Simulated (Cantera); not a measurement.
## Si(CH₃)₄ + HCl + H₂ (silicon carbide growth)

Feed: 1 mol Si(CH₃)₄, 0.039 mol HCl, 1.5 mol H₂, at 1400 °C.

Method: chemical equilibrium by Gibbs-energy minimisation in Cantera with the NASA 1993 tables (ideal gas, pure condensed phases). Candidate condensed phases: C, C₆H₆, C₇H₈, C₈H₁₈, Si, SiC; 109 gas species. Kinetics and transport are ignored.

From 1.00 mbar to 1.00 bar the condensed part is C(graphite) + SiC(s). The main Si-bearing gas is Si at 1.00 mbar and SiCl₂ at 1.00 bar.

```
P (Pa)  log p H₂  log p HCl  log p H  log p CH₄  log p C₂H₂ (acetylene)  n C(graphite)  n SiC(s)
------  --------  ---------  -------  ---------  ----------------------  -------------  --------
100        -3.00      -5.29    -5.44      -8.92                   -7.25           3.00     1.000
270        -2.57      -4.86    -5.23      -8.06                   -6.82           3.00     1.000
720        -2.15      -4.43    -5.02      -7.21                   -6.39           3.00     1.000
1900       -1.72      -4.01    -4.80      -6.36                   -5.97           3.00     1.000
5200       -1.29      -3.57    -4.59      -5.49                   -5.53           3.00     1.000
14000      -0.86      -3.14    -4.37      -4.63                   -5.10           3.00     1.000
37000      -0.43      -2.72    -4.16      -3.78                   -4.68           3.00     1.000
100000      0.00      -2.29    -3.94      -2.92                   -4.25           2.99     1.000
```
log p: log10 of the partial pressure in bar; n: condensed amount in mol.
